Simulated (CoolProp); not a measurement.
Computed with CoolProp (reference Helmholtz-energy equation of state, Lemmon 2006). It is a short technical equation, of lower accuracy than the large ones.

Problem. For acetone, give the phase and the Z, cp (kJ/(kg K)), cv (kJ/(kg K)), Joule-Thomson coefficient (K/MPa) at 550 K and 6.32 MPa; 550 K and 7.22 MPa; 550 K and 10.8 MPa.

Solution. 
- 550 K and 6.32 MPa: supercritical; Z 0.501, cp 4.25, cv 2.20, Joule-Thomson coefficient 10.6
- 550 K and 7.22 MPa: supercritical; Z 0.403, cp 5.66, cv 2.24, Joule-Thomson coefficient 9.28
- 550 K and 10.8 MPa: supercritical; Z 0.338, cp 3.57, cv 2.13, Joule-Thomson coefficient 2.14
